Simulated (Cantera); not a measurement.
Feed: 1 mol Si, 0.72 mol HCl, 6.8 mol H2, equilibrated at 1198.15 K and 7.10 bar.

Cantera equilibrium calculation (NASA polynomials, part measured and part estimated; ideal gas, pure solids and liquids). Candidate condensed phases: Si; 19 gas species. The tables' values for SiCl3 are old estimates; treat these amounts as uncertain. Kinetics and transport are ignored.

Base state: H2 0.958, HCl 0.0157, SiHCl3 0.0135, SiCl4 0.00817, SiH2Cl2 0.00289, SiCl3 0.000747, SiCl2 0.000604, SiH3Cl 0.000170 (mole fractions); condensed: Si(s).

Task: What changes in the equilibrium state with this change: temperature from 1198.15 K to 723.15 K?

Result: 
| species | before | after |
|---|---|---|
| H2 | 0.958 | 0.969 |
| SiHCl3 | 0.0135 | 0.0183 |
| SiCl4 | 0.00817 | 0.00972 |
| HCl | 0.0157 | 0.000154 |
| SiCl2 | 0.000604 | 1.93e-8 |
| SiCl3 | 0.000747 | 8.66e-7 |
| SiH3Cl | 0.000170 | 6.78e-5 |
| Si(s), mol | 0.809 | 0.778 |

Task: What changes in the equilibrium state with this change: temperature from 1198.15 K to 1625 K?

Result: 
```json
[
 {"species": "H2", "before": "0.958", "after": "0.927"},
 {"species": "HCl", "before": "0.0157", "after": "0.0549"},
 {"species": "SiCl2", "before": "0.000604", "after": "0.0114"},
 {"species": "SiHCl3", "before": "0.0135", "after": "0.00227"},
 {"species": "H", "before": "7.00e-8", "after": "2.55e-5"},
 {"species": "SiCl4", "before": "0.00817", "after": "0.000862"},
 {"species": "Si(s), mol", "before": "0.809", "after": "0.867"}
]
```

Task: What changes in the equilibrium state with this change: Si replaced by SiCl4?

Result: 
| species | before | after |
|---|---|---|
| H2 | 0.958 | 0.777 |
| HCl | 0.0157 | 0.106 |
| SiCl4 | 0.00817 | 0.0964 |
| SiHCl3 | 0.0135 | 0.0190 |
| SiH3Cl | 0.000170 | 3.47e-6 |
| SiH2Cl2 | 0.00289 | 0.000492 |
| SiCl2 | 0.000604 | 0.000127 |
| SiCl3 | 0.000747 | 0.00118 |
| Si(s), mol | 0.809 | 0 |
